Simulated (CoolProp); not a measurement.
A simple Rankine cycle with carbonyl sulfide: condensing at 299.15 K, boiler at 3.18 MPa, turbine inlet 379.7 K, turbine efficiency 0.7, pump efficiency 0.6, no recuperator. Each further row changes one setting.

Computed with CoolProp (reference Helmholtz-energy equation of state, Lemmon 2006). It is a short technical equation, of lower accuracy than the large ones.

```
case                             thermal efficiency (%)  net work (kJ/kg)  heat in (kJ/kg)  turbine exit temperature (K)  volume ratio over the turbine
-------------------------------  ----------------------  ----------------  ---------------  ----------------------------  -----------------------------
as stated                                           7.5              21.5              288                         325.3                           2.26
turbine inlet 399.7 K                               7.7              23.8              308                         345.5                           2.24
condensing temperature 291.15 K                     8.8              26.4              299                         314.7                           2.71
boiler pressure 2.23 MPa                            4.9              14.7              301                         348.5                           1.62
turbine efficiency 0.6                              6.2              18.0              288                         329.4                           2.30
```
